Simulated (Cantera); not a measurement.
Cantera run, input and output.

```python
import numpy as np
import cantera as ct

gas = ct.Solution("gri30.yaml")
gas.TPX = 1425, 90000, {'CO': 0.002, 'O2': 0.0075, 'H2O': 0.00046, 'N2': 1}
reactor = ct.IdealGasConstPressureReactor(gas, energy="off", clone=False)
net = ct.ReactorNet([reactor])
net.rtol, net.atol = 1e-08, 1e-18
show = ['CO', 'O2', 'H2O', 'NO2', 'O']
times = np.geomspace(9e-05, 4, 13)

steps = ct.SolutionArray(gas, extra=["t"])
rows = []
print(f"{'t/s':>10s}{'T/K':>9s}{'P/Pa':>11s}" + "".join(f"{s:>11s}" for s in show))
for t in times:
    while net.time < t:
        t_next = net.step()
        steps.append(gas.state, t=t_next)
    rows.append([np.interp(t, steps.t, y) for y in (steps.T, steps.P, *steps(*show).X.T)])
    print(f"{t:10.3e}{rows[-1][0]:9.1f}{rows[-1][1]:11.4g}" + "".join(f"{x:11.3e}" for x in rows[-1][2:]))
rate = np.gradient(steps.T, steps.t)
print("integrator steps:", len(steps.t))
if steps.T.max() > steps.T[0] + 200:
    print(f"time of steepest temperature rise: {steps.t[rate.argmax()]:.4e} s")
gas.TPX = 1425, 90000, {'CO': 0.002, 'O2': 0.0075, 'H2O': 0.00046, 'N2': 1}
gas.equilibrate("TP")
print(f"equilibrium (TP): T = {gas.T:.1f} K  " + "  ".join(f"{s} {gas[s].X[0]:.3e}" for s in show))
```

It prints:

```
       t/s      T/K       P/Pa         CO         O2        H2O        NO2          O
 9.000e-05   1425.0      9e+04  1.980e-03  7.426e-03  4.555e-04  3.052e-23  1.163e-09
 2.196e-04   1425.0      9e+04  1.980e-03  7.426e-03  4.555e-04  5.282e-22  2.829e-09
 5.356e-04   1425.0      9e+04  1.980e-03  7.426e-03  4.555e-04  9.955e-21  7.164e-09
 1.307e-03   1425.0      9e+04  1.980e-03  7.426e-03  4.555e-04  2.915e-19  2.380e-08
 3.188e-03   1425.0      9e+04  1.980e-03  7.426e-03  4.554e-04  5.659e-17  2.472e-07
 7.777e-03   1425.0      9e+04  1.915e-03  7.369e-03  4.469e-04  1.077e-12  4.503e-05
 1.897e-02   1425.0      9e+04  5.842e-04  6.617e-03  4.080e-04  7.027e-10  2.286e-04
 4.629e-02   1425.0      9e+04  8.873e-05  6.461e-03  4.430e-04  3.234e-09  4.022e-05
 1.129e-01   1425.0      9e+04  1.348e-05  6.442e-03  4.511e-04  5.930e-09  7.499e-06
 2.755e-01   1425.0      9e+04  1.908e-06  6.441e-03  4.537e-04  5.567e-09  1.711e-06
 6.721e-01   1425.0      9e+04  2.948e-07  6.441e-03  4.547e-04  3.285e-09  4.773e-07
 1.640e+00   1425.0      9e+04  7.447e-08  6.441e-03  4.552e-04  1.799e-09  1.845e-07
 4.000e+00   1425.0      9e+04  4.166e-08  6.441e-03  4.553e-04  1.366e-09  1.231e-07
integrator steps: 1374
equilibrium (TP): T = 1425.0 K  CO 3.949e-08  O2 6.360e-03  H2O 4.553e-04  NO2 1.830e-07  O 1.174e-07
```

Cantera simulation using GRI-Mech 3.0 (53 species, 325 reactions); the numbers are that mechanism's predictions, not measurements.
